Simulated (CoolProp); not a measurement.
Vapour-liquid equilibrium of ammonia (1) + benzene (2) at 12.15 °C; x and y are mole fractions of (1).

Model: multi-fluid Helmholtz-energy mixture model, Gao 2020 and Thol 2012; pair parameters Bell 2016, in CoolProp.

| x | bubble pressure, mixture model (MPa) | bubble pressure, Raoult's law (MPa) | y, mixture model | y, Raoult's law |
|---|---|---|---|---|
| 0.05 | 0.1088 | 0.03954 | 0.938 | 0.837 |
| 0.15 | 0.2841 | 0.1050 | 0.977 | 0.945 |
| 0.25 | 0.4064 | 0.1705 | 0.984 | 0.970 |
| 0.35 | 0.4780 | 0.2360 | 0.987 | 0.981 |
| 0.45 | 0.5134 | 0.3015 | 0.988 | 0.988 |
| 0.55 | 0.5295 | 0.3670 | 0.989 | 0.992 |
| 0.65 | 0.5404 | 0.4325 | 0.989 | 0.995 |
| 0.75 | 0.5564 | 0.4980 | 0.990 | 0.997 |
| 0.85 | 0.5847 | 0.5635 | 0.992 | 0.998 |
| 0.95 | 0.6308 | 0.6290 | 0.997 | 0.999 |

The largest gap from Raoult's law is +175.2 % in bubble pressure, at x = 0.05. No azeotrope shows between x = 0.05 and 0.95.

The pair parameters rest on a limited set of measurements; away from them the model extrapolates. With so large a gap from Raoult's law the liquid may split in two, which this calculation doesn't test in full.
